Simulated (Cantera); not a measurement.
Feed: 1 mol SiC, 0.16 mol N2O, 52 mol N2, equilibrated at 5.10 bar.

Method: chemical equilibrium by Gibbs-energy minimisation in Cantera with the NASA 1993 tables (ideal gas, pure condensed phases). Candidate condensed phases: C, Si, SiC, SiO2, Si2N2O, Si3N4; 34 gas species. Mutual solubility and eutectic melting of coexisting phases are not modelled. The numbers say what is thermodynamically allowed, not how fast it happens.

Question: Which condensed phases are stable at each of these points (T (K)): 973, 1123, 1273, 1423, 1573, 1723, 1873, 2023?

Answer: 
```json
[
 {"T (K)": "973", "condensed phases": "C(graphite) + Si2N2O(s) + Si3N4(s)", "Si condensed (%)": "100.0"},
 {"T (K)": "1123", "condensed phases": "C(graphite) + Si2N2O(s) + Si3N4(s)", "Si condensed (%)": "100.0"},
 {"T (K)": "1273", "condensed phases": "C(graphite) + Si2N2O(s) + Si3N4(s)", "Si condensed (%)": "100.0"},
 {"T (K)": "1423", "condensed phases": "C(graphite) + Si2N2O(s) + Si3N4(s)", "Si condensed (%)": "100.0"},
 {"T (K)": "1573", "condensed phases": "C(graphite) + Si2N2O(s) + Si3N4(s)", "Si condensed (%)": "100.0"},
 {"T (K)": "1723", "condensed phases": "C(graphite) + Si2N2O(s) + Si3N4(s)", "Si condensed (%)": "100.0"},
 {"T (K)": "1873", "condensed phases": "C(graphite) + Si3N4(s)", "Si condensed (%)": "99.9"},
 {"T (K)": "2023", "condensed phases": "SiC(s) + Si3N4(s)", "Si condensed (%)": "99.3"}
]
```

From 973 K to 1723 K the condensed part is C(graphite) + Si2N2O(s) + Si3N4(s). At 1873 K the condensed part is C(graphite) + Si3N4(s). At 2023 K the condensed part is SiC(s) + Si3N4(s).
